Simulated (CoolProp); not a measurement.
Sulfur hexafluoride at 298.15 K and 3.49 MPa is throttled through a valve to 1.82 MPa with no heat exchange. Each further row changes one setting.

Values from CoolProp's reference Helmholtz-energy equation of state, Guder 2009.

```
case                       temperature change (K)                       final phase  final density (kg/m³)
-------------------------  ----------------------  --------------------------------  ---------------------
as stated                                     ___  two-phase, vapour fraction 0.156                    ___
outlet pressure 0.546 MPa                   -52.0                               ___                    ___
outlet pressure 2.37 MPa                     -1.0                               ___                    ___
```

Problem. Some entries are withheld; supply them.

Solution. 
- as stated, temperature change (K): -10.8
- as stated, final density (kg/m³): 642
- outlet pressure 0.546 MPa, final phase: two-phase, vapour fraction 0.527
- outlet pressure 0.546 MPa, final density (kg/m³): 82.9
- outlet pressure 2.37 MPa, final phase: liquid
- outlet pressure 2.37 MPa, final density (kg/m³): 1350
